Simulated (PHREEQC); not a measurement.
Solution (25 °C): 0.29 mol/kgw H2SO4, 0.00026 mol/kgw ZnSO4 and 4.6e-05 mol/kgw CuCl2. Closed to the air; pH follows from the charge balance.

Equilibrium calculation in PHREEQC: ion-association model, phreeqc.dat.

- pH: 0.60
- ionic strength: 0.356 mol/kgw
- activity of water: 0.990
- specific conductance: 96200 µS/cm
- density: 1.014 g/cm³
- total alkalinity: -580 meq/kg

```json
[
 {"species": "H+", "molality": "0.323", "activity": "0.251", "log γ": "-0.110"},
 {"species": "HSO4-", "molality": "0.257", "activity": "0.188", "log γ": "-0.136"},
 {"species": "SO4-2", "molality": "0.0329", "activity": "0.00772", "log γ": "-0.629"},
 {"species": "Zn+2", "molality": "0.000173", "activity": "4.20e-5", "log γ": "-0.615"},
 {"species": "Cl-", "molality": "9.20e-5", "activity": "6.19e-5", "log γ": "-0.172"},
 {"species": "ZnSO4", "molality": "7.01e-5", "activity": "7.61e-5", "log γ": "0.036"},
 {"species": "Cu+2", "molality": "3.28e-5", "activity": "9.06e-6", "log γ": "-0.559"},
 {"species": "Zn(SO4)2-2", "molality": "1.67e-5", "activity": "4.78e-6", "log γ": "-0.544"},
 {"species": "CuSO4", "molality": "1.31e-5", "activity": "1.43e-5", "log γ": "0.036"}
]
```

No solid was allowed to form.
